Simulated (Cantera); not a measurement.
Thermodynamics of titanium nitride, carbide and oxide coatings, feed Ti(OiPr)4 + O2 + H2

Charge: 1 mol Ti(OiPr)4, 15 mol O2, 4 mol H2, equilibrated at 1502 °C and 8.80 mbar.

Cantera equilibrium calculation (NASA polynomials, part measured and part estimated; ideal gas, pure solids and liquids). Candidate condensed phases: C, C6H6, C7H8, C8H18, H2O, Ti, TiC, TiO, TiO2, Ti2O3, Ti3O5, Ti4O7; 113 gas species. The feed counts by its element totals alone. The numbers say what is thermodynamically allowed, not how fast it happens.

```json
{
  "x(H2O)": "0.469",
  "x(CO)": "0.203",
  "x(CO2)": "0.197",
  "x(H2)": "0.130",
  "x(H)": "0.00111",
  "x(OH)": "0.000250",
  "x(O2)": "2.68e-6",
  "x(O)": "1.67e-6",
  "n(TiO2(rutile))": "1.000 mol",
  "gas_amount": "30.02 mol",
  "log10 activity of Ti4O7(s) (absent)": "-1.60",
  "log10 activity of Ti3O5(s) (absent)": "-1.71",
  "log10 activity of Ti2O3(s) (absent)": "-2.27"
}
```
